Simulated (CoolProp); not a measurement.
Model: reference Helmholtz-energy equation of state, Lemmon 2006, in CoolProp. It is a short technical equation, of lower accuracy than the large ones.

Q: For nitrous oxide, give the phase and the speed of sound (m/s), Joule-Thomson coefficient (K/MPa), isothermal compressibility (1/MPa), expansivity (1/kK) at 315.2 K and 6.59 MPa; 315.2 K and 36.2 MPa.

A: 
- 315.2 K and 6.59 MPa: gas; speed of sound 213, Joule-Thomson coefficient 9.66, isothermal compressibility 0.328, expansivity 17.9
- 315.2 K and 36.2 MPa: supercritical; speed of sound 685, Joule-Thomson coefficient 0.0327, isothermal compressibility 0.00448, expansivity 3.34
